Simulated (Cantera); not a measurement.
Feed: 1 mol BCl3, 2.1 mol H2O, held at 927 °C and 0.130 bar.

These are equilibrium values from Cantera (NASA tables, ideal gas, pure condensed phases), not measurements of a reactor. Candidate condensed phases: B, B2O3, B3O3H3, H2O; 33 gas species. Gases not in the tables: H3BO3. The numbers say what is thermodynamically allowed, not how fast it happens.

Base state: HCl 0.833, H2O 0.166, HBO2 0.000939, (HBO2)3 0.000284, Cl 5.72e-5, H2 4.77e-5, Cl2 1.91e-5 (mole fractions); condensed: B2O3(l).

Question: What changes in the equilibrium state with this change: temperature from 927 °C to 1150 °C?

Answer: 
| species | before | after |
|---|---|---|
| HCl | 0.833 | 0.827 |
| H2O | 0.166 | 0.159 |
| HBO2 | 0.000939 | 0.0130 |
| B2O3 | 7.08e-8 | 3.16e-5 |
| BOCl | 4.88e-7 | 3.25e-5 |
| B2O3(l), mol | 0.497 | 0.476 |
The tables' values for BOCl are old estimates; treat these amounts as uncertain.

Question: What changes in the equilibrium state with this change: H2O from 2.1 to 0.068 mol?

Answer: 
```json
[
 {"species": "BCl3", "before": "4.80e-8", "after": "0.854"},
 {"species": "HCl", "before": "0.833", "after": "0.125"},
 {"species": "B3O3Cl3", "before": "1.33e-8", "after": "0.0208"},
 {"species": "H2O", "before": "0.166", "after": "2.42e-8"},
 {"species": "(HBO2)3", "before": "0.000284", "after": "<1e-9"},
 {"species": "HBO2", "before": "0.000939", "after": "1.06e-7"},
 {"species": "BOCl", "before": "4.88e-7", "after": "5.66e-5"},
 {"species": "Cl2", "before": "1.91e-5", "after": "1.94e-6"},
 {"species": "B2O3(l), mol", "before": "0.497", "after": "0"}
]
```
The tables' values for BOCl are old estimates; treat these amounts as uncertain.
